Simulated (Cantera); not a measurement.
Charge: 1 mol HgO, 0.078 mol H2, 0.29 mol N2, held at 750 °C and 0.133 bar.

These are equilibrium values from Cantera (NASA tables, ideal gas, pure condensed phases), not measurements of a reactor. Candidate condensed phases: H2O, Hg, HgO; 25 gas species. Equilibrium is a limit: real reactors are often held back by kinetics, nucleation or transport.

Base state: Hg 0.547, O2 0.252, N2 0.159, H2O 0.0426, NO 1.97e-5 (mole fractions); condensed: gas only.

Task: What changes in the equilibrium state with this change: H2 from 0.078 to 0.21 mol?

Result: 
| species | before | after |
|---|---|---|
| Hg | 0.547 | 0.528 |
| O2 | 0.252 | 0.208 |
| N2 | 0.159 | 0.153 |
| H2O | 0.0426 | 0.111 |
| NO | 1.97e-5 | 1.76e-5 |
